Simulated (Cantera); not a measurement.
A perfectly stirred reactor is fed with CO : H₂ : CH₄ : O₂ : N₂ = 1 : 0.04 : 0.052 : 0.77 : 2.9 (molar parts), equivalence ratio 0.81, at 74000 Pa; it is adiabatic with a 600 K inlet, and is followed from long to short residence time, starting on the burning branch (τ in s: 0.045, 0.02, 0.0092, 0.0042, 0.0019, 0.00087, 0.0004, 0.00018, 8.2e-05, 3.7e-05, 1.7e-05, 7.7e-06, 3.5e-06).

Model: GRI-Mech 3.0 (53 species, 325 reactions), integrated in Cantera.

Task: Predict: blow-out, bracketed by the residence times tried; x(CO) at τ = 45.0 ms; x(H₂) at τ = 45.0 ms; x(CH₄) at τ = 45.0 ms; x(HCO) at τ = 45.0 ms; x(CH₃) at τ = 45.0 ms; x(CO) at τ = 0.400 ms; x(H₂) at τ = 0.400 ms; x(CH₄) at τ = 0.400 ms; x(HCO) at τ = 0.400 ms; x(CH₃) at τ = 0.400 ms.

Result: 
```
Quantity                                                                        Value
------------------------------------------------  -----------------------------------
blow-out, bracketed by the residence times tried  burning at 0.180 ms, out at 82.0 µs
x(CO) at τ = 45.0 ms                                                           0.0304
x(H₂) at τ = 45.0 ms                                                         0.000759
x(CH₄) at τ = 45.0 ms                                                         6.27e-7
x(HCO) at τ = 45.0 ms                                                         1.37e-8
x(CH₃) at τ = 45.0 ms                                                         2.08e-7
x(CO) at τ = 0.400 ms                                                          0.0888
x(H₂) at τ = 0.400 ms                                                         0.00265
x(CH₄) at τ = 0.400 ms                                                        3.26e-5
x(HCO) at τ = 0.400 ms                                                        9.82e-7
x(CH₃) at τ = 0.400 ms                                                        3.25e-6
```
